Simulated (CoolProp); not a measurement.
Vapour-liquid equilibrium of benzene (1) + toluene (2) at 124.95 °C; x and y are mole fractions of (1).

The numbers come from the multi-fluid Helmholtz-energy mixture model, Thol 2012 and Lemmon 2006; pair parameters Bell 2016 in CoolProp.

**Question.** Give the bubble pressure and the first vapour's composition at x = 0.25, 0.35, 0.45. Is there an azeotrope?

**Answer.** x = 0.25: 1.951 bar, y = 0.415; x = 0.35: 2.136 bar, y = 0.534; x = 0.45: 2.323 bar, y = 0.635. No azeotrope shows between x = 0.05 and 0.95.

Pair parameters are fitted to limited data, so mixtures are less certain than the pure fluids.
